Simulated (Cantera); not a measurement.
A jet of 2.74 % H2, 10.7 % O2, 86.5 % N2, equivalence ratio 0.13 at 300 K and 0.385 atm hits a platinum plate 3.2 cm away at a mass flux of 0.066 kg/m²/s; the plate temperature is set and raised in steps from an oxygen-covered start.

Model: Deutschmann's 1995 Pt surface mechanism with GRI-Mech 3.0 gas chemistry, integrated in Cantera. Catalytic surfaces can have several steady states; this one follows from the mechanism file's or the stated starting coverage.

One state of this run: wall x H2 = 0.000574; wall x O2 = 0.0790; wall x H2O = 0.0507; wall x OH = <1e-8; θ free Pt = 0.102; θ O* = 0.895; θ OH* = 0.00353. x: mole fraction at the wall; θ: surface coverage.

Task: Which value of plate T (K) does it belong to?
(A) 1000
(B) 950
(C) 850
(D) 700

Result: C, 850
